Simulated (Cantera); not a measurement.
A perfectly stirred reactor is fed with 2.35 % CO, 0.520 % O2, 0.471 % H2O, 96.7 % N2, at 9.87 atm; it is held at 1425 K, and followed from long to short residence time.

Cantera simulation using GRI-Mech 3.0 (53 species, 325 reactions); the numbers are that mechanism's predictions, not measurements.

x: mole fraction; the columns are a selection and need not sum to one.

```
τ (s)     x CO      x O2    x H2O     x OH    x N2O     x NO2  x O
------  ------  --------  -------  -------  -------  --------  ---
1.3     0.0118   4.69e-6  0.00333  7.53e-7  2.36e-9  2.34e-12  [?]
0.62    0.0118   6.89e-6  0.00334  1.09e-6  3.57e-9  3.76e-12  [?]
0.29    0.0118   1.02e-5  0.00336  1.61e-6  5.45e-9  6.14e-12  [?]
0.14    0.0119   1.50e-5  0.00338  2.34e-6  8.19e-9  1.00e-11  [?]
0.064   0.0119   2.27e-5  0.00342  3.54e-6  1.28e-8  1.78e-11  [?]
0.030   0.0120   3.44e-5  0.00347  5.34e-6  2.00e-8  3.29e-11  [?]
0.014   0.0121   5.30e-5  0.00354  8.18e-6  3.22e-8  6.57e-11  [?]
0.0065  0.0123   8.47e-5  0.00363  1.27e-5  5.38e-8  1.43e-10  [?]
0.0030  0.0125  0.000144  0.00375  2.01e-5  9.46e-8  3.37e-10  [?]
```

Problem. What belongs in the gaps?

Solution. 
- 1.3, x O: 2.21e-8
- 0.62, x O: 4.66e-8
- 0.29, x O: 1.01e-7
- 0.14, x O: 2.13e-7
- 0.064, x O: 4.81e-7
- 0.030, x O: 1.07e-6
- 0.014, x O: 2.43e-6
- 0.0065, x O: 5.66e-6
- 0.0030, x O: 1.35e-5
